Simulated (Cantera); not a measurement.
**Equilibrium for roasting and sulfation: Fe2O3 + H2S + N2**

Input: 1 mol Fe2O3, a varied amount of H2S, 5 mol N2, held at 1050 K and 1.00 bar.

Method: chemical equilibrium by Gibbs-energy minimisation in Cantera with the NASA 1993 tables (ideal gas, pure condensed phases). Candidate condensed phases: Fe, FeO, Fe(OH)2, Fe(OH)3, FeS, FeSO4, FeS2, Fe2O3, Fe2(SO4)3, Fe3O4, H2O, H2SO4, S; 38 gas species. Mutual solubility and eutectic melting of coexisting phases are not modelled. FeS: taken at fixed stoichiometry. Gases not in the tables: S3 to S7. The numbers say what is thermodynamically allowed, not how fast it happens.

```tsv
n(H2S) (mol)	log p N2	log p H2O	log p SO2	log p H2S	log p S2	log p H2	log p S2O	log p SO	n Fe2O3(s)	n Fe3O4(s)	n FeS(s)
0.057	-0.01	-1.95	-1.95	-11.66	<-12	-6.74	<-12	-8.27	0.487	0.342	0
0.07	-0.01	-1.87	-1.87	-11.49	<-12	-6.66	<-12	-8.18	0.370	0.420	0
0.086	-0.01	-1.78	-1.78	-11.31	<-12	-6.57	<-12	-8.09	0.226	0.516	0
0.11	-0.02	-1.68	-1.68	-11.11	<-12	-6.47	-11.91	-7.99	0.01000	0.660	0
0.13	-0.02	-1.62	-1.69	-3.37	-2.86	-3.84	-4.24	-5.44	0	0.665	0.00586
0.16	-0.02	-1.53	-1.68	-3.28	-2.86	-3.76	-4.23	-5.43	0	0.656	0.0321
0.19	-0.03	-1.46	-1.67	-3.20	-2.85	-3.69	-4.22	-5.43	0	0.647	0.0584
0.24	-0.03	-1.36	-1.66	-3.11	-2.84	-3.59	-4.20	-5.42	0	0.633	0.102
0.29	-0.04	-1.28	-1.65	-3.03	-2.83	-3.52	-4.19	-5.41	0	0.618	0.146
0.35	-0.04	-1.21	-1.63	-2.95	-2.82	-3.45	-4.17	-5.40	0	0.600	0.199
0.43	-0.05	-1.12	-1.61	-2.86	-2.80	-3.37	-4.15	-5.39	0	0.577	0.269
0.53	-0.06	-1.04	-1.59	-2.78	-2.79	-3.30	-4.13	-5.37	0	0.548	0.356
0.65	-0.07	-0.96	-1.57	-2.70	-2.77	-3.22	-4.11	-5.36	0	0.513	0.461
```
log p: log10 of the partial pressure in bar; n: condensed amount in mol.

From 0.057 mol H2S to 0.11 mol H2S the condensed part is Fe2O3(s) + Fe3O4(s). From 0.13 mol H2S to 0.65 mol H2S the condensed part is FeS(s) + Fe3O4(s).
